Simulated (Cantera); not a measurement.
An isothermal, constant-pressure homogeneous reactor starts with 3.23 % C₂H₆, 96.8 % N₂, at 1098 K and 0.602 atm.

Cantera simulation using GRI-Mech 3.0 (53 species, 325 reactions); the numbers are that mechanism's predictions, not measurements. GRI-Mech 3.0 stops at C3 and has no aromatics, soot or wall deposition, so with more carbon than oxygen in the feed, carbon stays in small species such as C2H2 where larger ones or solid carbon would form.

Task: Predict: x(C₂H₆) at 60.0 s; x(H₂) at 60.0 s; x(CH₄) at 60.0 s; x(C₂H₄) at 60.0 s; x(CH₃) at 60.0 s.

Result: 
- x(C₂H₆) at 60.0 s: 0.000199 (gas-phase equilibrium 1.83e-5)
- x(H₂) at 60.0 s: 0.0354 (gas-phase equilibrium 0.0169)
- x(CH₄) at 60.0 s: 0.00656 (gas-phase equilibrium 0.0283)
- x(C₂H₄) at 60.0 s: 0.0164 (gas-phase equilibrium 0.00308)
- x(CH₃) at 60.0 s: 2.42e-7 (gas-phase equilibrium 1.27e-7)
